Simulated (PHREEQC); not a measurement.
Solution (15 °C): 0.055 mol KOH and 7.9e-07 mol H4SiO4 per kg of water. Closed to the air; pH follows from the charge balance.

The numbers come from PHREEQC with the ion-association model, wateq4f.dat.

```csv
quantity,before,after
pH,12.99,12.49
H3SiO4- (mol/kgw),4.97e-7,5.24e-7
H4SiO4 (mol/kgw),3.97e-10,7.84e-10
SI of Quartz (SiO2),-5.26,-5.19
```

Task: Which change was made?
A. H4SiO4 from 7.9e-07 to 8.69e-07 mol/kgw
B. temperature from 15 to 20 °C
C. KOH left out
D. temperature from 15 to 30 °C
E. H4SiO4 from 7.9e-07 to 7.9e-06 mol/kgw

Result: D, temperature from 15 to 30 °C

No solid was allowed to form.
